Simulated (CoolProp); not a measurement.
R134a along the isotherm 455 K: Z from the reference equation and from simpler models built on Tc = 374.2 K, pc = 40.59 bar, ω = 0.327; each cubic takes its own stable root.

The numbers come from the reference Helmholtz-energy equation of state, Tillner-Roth 1994 in CoolProp.

| p (bar) | phase | reference | van der Waals | Soave-Redlich-Kwong | Peng-Robinson |
|---|---|---|---|---|---|
| 1.28 | gas | 0.9946 | 0.9942 | 0.9949 | 0.9939 |
| 2.43 | gas | 0.9897 | 0.9890 | 0.9902 | 0.9884 |
| 4.61 | gas | 0.9804 | 0.9790 | 0.9814 | 0.9780 |
| 8.75 | gas | 0.9626 | 0.9595 | 0.9647 | 0.9583 |
| 16.6 | gas | 0.9282 | 0.9211 | 0.9327 | 0.9209 |
| 31.4 | gas | 0.8614 | 0.8422 | 0.8722 | 0.8514 |
| 59.6 | supercritical | 0.7316 | 0.6627 | 0.7626 | 0.7301 |
| 113 | supercritical | 0.5829 | 0.5931 | 0.6700 | 0.6277 |
| 214 | supercritical | 0.7140 | 0.8837 | 0.8166 | 0.7502 |
| 406 | supercritical | 1.104 | 1.454 | 1.212 | 1.102 |
